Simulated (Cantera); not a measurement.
Hydrocarbon pyrolysis for carbon deposition

An isothermal, constant-pressure homogeneous reactor starts with CH4 : N2 = 1 : 29 (molar parts), at 1475 K and 10.00 Torr.

Cantera simulation using GRI-Mech 3.0 (53 species, 325 reactions); the numbers are that mechanism's predictions, not measurements. GRI-Mech 3.0 stops at C3 and has no aromatics, soot or wall deposition, so with more carbon than oxygen in the feed, carbon stays in small species such as C2H2 where larger ones or solid carbon would form. Radical loss at walls, strong at low pressure, is not modelled.

```csv
t (s),x CH4,x HCN,x H,x CH3,x C2H,x CH2
0.000100,0.0333,<1e-12,6.14e-9,1.18e-8,<1e-12,<1e-12
0.000280,0.0333,<1e-12,9.95e-9,4.02e-8,<1e-12,<1e-12
0.000786,0.0333,<1e-12,1.11e-8,1.30e-7,<1e-12,<1e-12
0.00220,0.0333,<1e-12,1.11e-8,3.83e-7,<1e-12,<1e-12
0.00618,0.0333,<1e-12,1.11e-8,1.09e-6,<1e-12,1.85e-12
0.0173,0.0333,<1e-12,1.12e-8,3.09e-6,<1e-12,1.26e-11
0.0486,0.0333,<1e-12,1.19e-8,8.64e-6,<1e-12,9.17e-11
0.136,0.0333,<1e-12,1.75e-8,2.39e-5,<1e-12,6.71e-10
0.382,0.0332,1.57e-12,6.10e-8,6.36e-5,1.67e-12,4.53e-9
1.07,0.0324,1.01e-10,4.66e-7,0.000147,6.76e-11,2.28e-8
3.00,0.0271,4.56e-9,2.84e-6,0.000167,1.16e-9,3.54e-8
```
x: mole fraction; the columns are a selection and need not sum to one.

Equilibrium at this temperature and pressure: CH4 8.83e-6, HCN 0.0260, H 2.49e-5, CH3 9.17e-8, C2H 2.59e-9, CH2 3.78e-11 (gas phase only).
